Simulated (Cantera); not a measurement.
An isothermal, constant-pressure homogeneous reactor starts with H2 : O2 = 0.48 : 1 (molar parts), equivalence ratio 0.24, at 1423 K and 0.00780 atm.

Cantera simulation using the H2/O2 subset of GRI-Mech 3.0, which has no nitrogen chemistry; the numbers are that mechanism's predictions, not measurements. Radical loss at walls, strong at low pressure, is not modelled. The temperature is held fixed by assumption; the heat of reaction is taken as removed at once.

One state of this run: x H2 = 0.319; x O2 = 0.673; x H2O2 = 3.03e-8; x O = 0.00103; x OH = 0.000817. x: mole fraction; the columns are a selection and need not sum to one.

Which value of t (s) does it belong to?
A. 0.0126
B. 0.000502
C. 0.000100
D. 0.00564

B, 0.000502
